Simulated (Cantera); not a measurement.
A Cantera script and its output.

```python
import numpy as np
import cantera as ct

gas = ct.Solution("gri30.yaml")
gas.TPX = 648, 390000, {'CH4': 1, 'O2': 4.65, 'N2': 17.5}
inlet = ct.Reservoir(gas, clone=True)
gas.equilibrate("HP")  # start burning
reactor = ct.IdealGasConstPressureReactor(gas, energy="on", clone=False)
exhaust = ct.Reservoir(gas, clone=True)
tau = [0.03, 0.017, 0.0097, 0.0056, 0.0032, 0.0018, 0.0011, 0.00061, 0.00035, 0.0002, 0.00012, 6.7e-05, 3.8e-05][0]
for a, b in ((inlet, reactor), (reactor, exhaust)):
    ct.MassFlowController(a, b, mdot=lambda t: reactor.mass / tau)
net = ct.ReactorNet([reactor])
show = ['CH4', 'O2', 'HCO', 'CH2O', 'OH', 'CH2', 'CH3']

rows = []
print(f"{'tau/s':>10s}{'T/K':>9s}" + "".join(f"{s:>11s}" for s in show))
for tau in [0.03, 0.017, 0.0097, 0.0056, 0.0032, 0.0018, 0.0011, 0.00061, 0.00035, 0.0002, 0.00012, 6.7e-05, 3.8e-05]:
    net.initial_time = 0.0
    net.advance(30 * tau)
    before = gas.X
    net.advance(40 * tau)
    drift = np.max(np.abs(gas.X - before) / (gas.X + 1e-9))
    rows.append([gas.T, *gas[show].X, drift])
    print(f"{tau:10.3e}{gas.T:9.1f}" + "".join(f"{x:11.3e}" for x in gas[show].X))
```

Result:

```
     tau/s      T/K        CH4         O2        HCO       CH2O         OH        CH2        CH3
 3.000e-02   1624.5  2.685e-05  1.146e-01  9.535e-09  2.442e-06  3.560e-04  1.841e-08  4.178e-06
 1.700e-02   1622.5  3.959e-05  1.146e-01  1.694e-08  3.682e-06  4.145e-04  3.108e-08  6.070e-06
 9.700e-03   1619.6  5.826e-05  1.148e-01  3.004e-08  5.552e-06  4.800e-04  5.149e-08  8.709e-06
 5.600e-03   1615.5  8.558e-05  1.150e-01  5.284e-08  8.359e-06  5.500e-04  8.334e-08  1.234e-05
 3.200e-03   1609.2  1.281e-04  1.153e-01  9.427e-08  1.282e-05  6.238e-04  1.342e-07  1.758e-05
 1.800e-03   1599.3  1.987e-04  1.159e-01  1.714e-07  2.029e-05  6.928e-04  2.152e-07  2.548e-05
 1.100e-03   1585.9  3.009e-04  1.167e-01  2.865e-07  3.105e-05  7.296e-04  3.171e-07  3.577e-05
 6.100e-04   1555.4  5.711e-04  1.186e-01  5.341e-07  5.846e-05  6.790e-04  4.858e-07  5.875e-05
 3.500e-04    648.0  4.320e-02  2.009e-01 -1.762e-29 -5.375e-17  9.085e-21  6.067e-35  1.675e-15
 2.000e-04    648.0  4.320e-02  2.009e-01  2.988e-31  9.114e-19  5.178e-21  1.254e-34  9.571e-16
 1.200e-04    648.0  4.320e-02  2.009e-01  1.078e-31  3.288e-19  3.096e-21  5.606e-35  5.747e-16
 6.700e-05    648.0  4.320e-02  2.009e-01  3.374e-32  1.029e-19  1.717e-21  2.292e-35  3.211e-16
 3.800e-05    648.0  4.320e-02  2.009e-01  1.080e-32  3.296e-20  9.599e-22  8.207e-36  1.820e-16
```

Computed with Cantera and GRI-Mech 3.0 (53 species, 325 reactions).
